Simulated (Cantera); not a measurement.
Mixture: CH4 : O2 : N2 : CO2 = 1 : 2.94 : 11.1 : 3.4 (molar parts), equivalence ratio 0.68, at 3500000 Pa, adiabatic and at constant volume. Ignition delay is the time to a rise of 400 K.

Cantera simulation using GRI-Mech 3.0 (53 species, 325 reactions); the numbers are that mechanism's predictions, not measurements. The pressure lies above the range GRI-Mech 3.0 was tuned for (to about 10 atm).

What does this change do: pressure from 3500000 Pa to 160000 Pa?


```csv
quantity,before,after
delay at 1100 K,4.98 ms,0.138 s
delay at 1150 K,2.46 ms,66.0 ms
delay at 1200 K,1.30 ms,32.6 ms
delay at 1250 K,0.722 ms,16.7 ms
delay at 1300 K,0.421 ms,8.79 ms
delay at 1350 K,0.255 ms,4.78 ms
apparent activation energy between 1250 and 1350 K,150 kJ/mol,180 kJ/mol
```

What does this change do: N2 11.1 to 18 parts?


```csv
quantity,before,after
delay at 1100 K,4.98 ms,6.90 ms
delay at 1150 K,2.46 ms,3.44 ms
delay at 1200 K,1.30 ms,1.83 ms
delay at 1250 K,0.722 ms,1.03 ms
delay at 1300 K,0.421 ms,0.606 ms
delay at 1350 K,0.255 ms,0.369 ms
apparent activation energy between 1250 and 1350 K,150 kJ/mol,140 kJ/mol
```
